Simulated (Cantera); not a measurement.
# Thermodynamics of boron, boron nitride and boron oxide, feed borazine + N2

A closed system holds: 1 mol borazine, 48 mol N2, equilibrated at 800 °C and 0.270 bar.

Method: chemical equilibrium by Gibbs-energy minimisation in Cantera with the NASA 1993 tables (ideal gas, pure condensed phases). Candidate condensed phases: B, BN; 15 gas species. The feed counts by its element totals alone. Equilibrium is a limit: real reactors are often held back by kinetics, nucleation or transport.

The x(N2) is 0.941 and the x(H2) comes out as 0.0588. The x(NH3) is 1.38e-6, the n(BN(s)) comes out as 3.00 mol and the gas amount comes out as 51.00 mol. The log10 activity of B(s) (absent) comes out as -7.30.
